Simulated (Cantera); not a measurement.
## N2O furnace oxynitridation

A perfectly stirred reactor is fed with N2O : H2 : N2 = 1 : 0.0054 : 3.5 (molar parts), at 0.0750 bar; it is held at 1498 K, and followed from long to short residence time.

Model: GRI-Mech 3.0 (53 species, 325 reactions), integrated in Cantera. GRI-Mech 3.0 was tuned for natural gas; its chemistry of N2O as a main component is partial and can be far from experiment. The temperature is held fixed by assumption; the heat of reaction is taken as removed at once.

| τ (s) | x N2O | x H2 | x O | x H | x H2O2 |
|---|---|---|---|---|---|
| 6.1 | 0.00851 | 1.41e-6 | 4.78e-5 | 3.64e-7 | 1.72e-10 |
| 2.5 | 0.0186 | 2.82e-6 | 5.47e-5 | 4.27e-7 | 2.00e-10 |
| 1.0 | 0.0401 | 6.22e-6 | 5.94e-5 | 4.41e-7 | 2.30e-10 |
| 0.41 | 0.0766 | 1.40e-5 | 6.22e-5 | 4.27e-7 | 2.74e-10 |
| 0.17 | 0.124 | 3.13e-5 | 6.36e-5 | 4.35e-7 | 3.64e-10 |
| 0.068 | 0.168 | 7.01e-5 | 6.40e-5 | 5.27e-7 | 6.29e-10 |
| 0.028 | 0.195 | 0.000146 | 6.35e-5 | 7.63e-7 | 1.48e-9 |
| 0.011 | 0.210 | 0.000293 | 6.21e-5 | 1.27e-6 | 3.93e-9 |
| 0.0046 | 0.217 | 0.000511 | 5.95e-5 | 2.00e-6 | 7.07e-9 |
| 0.0019 | 0.220 | 0.000790 | 5.53e-5 | 2.64e-6 | 7.96e-9 |
| 0.00075 | 0.221 | 0.00104 | 4.94e-5 | 2.37e-6 | 4.39e-9 |
x: mole fraction; the columns are a selection and need not sum to one.
